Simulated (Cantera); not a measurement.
Standard-state values (1 bar) from the NASA 1993 polynomials, evaluated with Cantera. Values are per mole of reaction as written; species without (g) are pure solids or liquids, kept so even where they would boil at 1 bar.

3 TiO(g) + 6 CH3OH(g) → C6H6(g) + 9 H2O(g) + 3 Ti

```json
[
 {"T (K)": "1573", "ΔH° (kJ)": "-985.2", "ΔS° (J/K)": "22.5", "ΔG° (kJ)": "-1020.6", "log10 K": "33.89", "condensed phases": "Ti(β)"},
 {"T (K)": "1623", "ΔH° (kJ)": "-983.9", "ΔS° (J/K)": "23.3", "ΔG° (kJ)": "-1021.8", "log10 K": "32.88", "condensed phases": "Ti(β)"},
 {"T (K)": "1673", "ΔH° (kJ)": "-982.6", "ΔS° (J/K)": "24.1", "ΔG° (kJ)": "-1023.0", "log10 K": "31.94", "condensed phases": "Ti(β)"},
 {"T (K)": "1723", "ΔH° (kJ)": "-981.1", "ΔS° (J/K)": "25.0", "ΔG° (kJ)": "-1024.2", "log10 K": "31.05", "condensed phases": "Ti(β)"},
 {"T (K)": "1773", "ΔH° (kJ)": "-979.5", "ΔS° (J/K)": "25.9", "ΔG° (kJ)": "-1025.5", "log10 K": "30.21", "condensed phases": "Ti(β)"},
 {"T (K)": "1823", "ΔH° (kJ)": "-977.8", "ΔS° (J/K)": "26.9", "ΔG° (kJ)": "-1026.8", "log10 K": "29.42", "condensed phases": "Ti(β)"},
 {"T (K)": "1873", "ΔH° (kJ)": "-975.9", "ΔS° (J/K)": "27.9", "ΔG° (kJ)": "-1028.2", "log10 K": "28.67", "condensed phases": "Ti(β)"},
 {"T (K)": "1923", "ΔH° (kJ)": "…", "ΔS° (J/K)": "…", "ΔG° (kJ)": "…", "log10 K": "…", "condensed phases": "Ti(β)"},
 {"T (K)": "1973", "ΔH° (kJ)": "…", "ΔS° (J/K)": "…", "ΔG° (kJ)": "…", "log10 K": "…", "condensed phases": "Ti(l)"},
 {"T (K)": "2023", "ΔH° (kJ)": "…", "ΔS° (J/K)": "…", "ΔG° (kJ)": "…", "log10 K": "…", "condensed phases": "Ti(l)"},
 {"T (K)": "2073", "ΔH° (kJ)": "-921.1", "ΔS° (J/K)": "56.0", "ΔG° (kJ)": "-1037.2", "log10 K": "26.13", "condensed phases": "Ti(l)"}
]
```

Question: Complete the blanks.

Answer: 
- 1923, ΔH° (kJ): -973.9
- 1923, ΔS° (J/K): 29.0
- 1923, ΔG° (kJ): -1029.6
- 1923, log10 K: 27.97
- 1973, ΔH° (kJ): -927.4
- 1973, ΔS° (J/K): 52.9
- 1973, ΔG° (kJ): -1031.7
- 1973, log10 K: 27.31
- 2023, ΔH° (kJ): -924.2
- 2023, ΔS° (J/K): 54.5
- 2023, ΔG° (kJ): -1034.4
- 2023, log10 K: 26.71
